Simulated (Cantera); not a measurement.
What does this Cantera script print?

```python
import numpy as np
import cantera as ct

gas_names = [...]  # 109 gases of nasa_gas.yaml made of C, Cl, H, Si
cond_names = """
    C(gr) C6H6(L) C7H8(L) C8H18(L),n-octa Si(cr) Si(L) SiC(b)
""".split()


# ... load() reads the species with a 1 bar reference pressure and builds the phases ...
atoms = {
    'SiHCl3': {'Si': 1, 'H': 1, 'CL': 3},
    'CH4': {'C': 1, 'H': 4},
    'H2': {'H': 2},
}
top_T = {'C(gr)': 4500, 'SiC(b)': 3050}  # K; cautious upper limits of use, not melting points


# ... equilibrate(T, P, feed) seeds the gas with the atoms and calls Mixture.equilibrate('TP', solver="vcs", rtol=1e-11, max_steps=5000) ...
results = []
feed = {'SiHCl3': 1, 'CH4': 0.011, 'H2': 16}  # mol
T = 2073.15  # K
P = 5000  # Pa
mix = equilibrate(T, P, feed)
results.append((T, P, feed, dict(zip(mix.species_names, mix.species_moles))))
print(gas.report(threshold=1e-06))
for i in range(1, mix.n_phases):
    print(f"{mix.phase(i).name:16s} {mix.phase_moles(i):12.5e} mol")
```

Output:

```
       temperature   2073.2 K
          pressure   5000 Pa
           density   0.0024933 kg/m^3
  mean mol. weight   8.5956 kg/kmol
   phase of matter   gas

                          1 kg             1 kmol
                     ---------------   ---------------
          enthalpy          5.35e+06        4.5986e+07  J
   internal energy        3.3446e+06        2.8749e+07  J
           entropy             26871        2.3098e+05  J/K
    Gibbs function       -5.0359e+07       -4.3286e+08  J
 heat capacity c_p            4081.9             35086  J/K
 heat capacity c_v            3114.6             26772  J/K

                      mass frac. Y      mole frac. X     chem. pot. / RT
                     ---------------   ---------------   ---------------
    C2H2,acetylene         1.601e-05        5.2851e-06           -33.723
                CL         0.0040883         0.0009913           -25.657
                 H         0.0012733          0.010858           -11.377
               HCL           0.44621            0.1052           -37.034
                H2           0.19949           0.85058           -22.753
                Si         0.0065243         0.0019968           -6.0898
              SiCL         0.0079645         0.0010775           -31.747
             SiCL2           0.33023          0.028677           -57.404
             SiCL3         0.0020511        0.00013115           -83.061
               SiH        0.00080125        0.00023673           -17.466
            SiHCL3        3.5376e-05        2.2451e-06           -94.438
              SiH2        0.00047237        0.00013489           -28.843
           SiH2CL2        1.8894e-05         1.608e-06           -80.157
               Si2        0.00016027        2.4525e-05            -12.18
              Si2C        0.00058438        7.3672e-05           -17.665
               Si3        4.9756e-05         5.076e-06           -18.269
     [  +93 minor]        2.1676e-05        2.9042e-06

C(gr)             0.00000e+00 mol
Si(L)             4.00302e-01 mol
SiC(b)            9.42642e-03 mol
```

These are equilibrium values from Cantera (NASA tables, ideal gas, pure condensed phases), not measurements of a reactor. Mutual solubility and eutectic melting of coexisting phases are not modelled. The tables' values for SiCl, SiCl3 are old estimates; treat these amounts as uncertain. Gases not in the tables: Si2H6 and higher silanes.
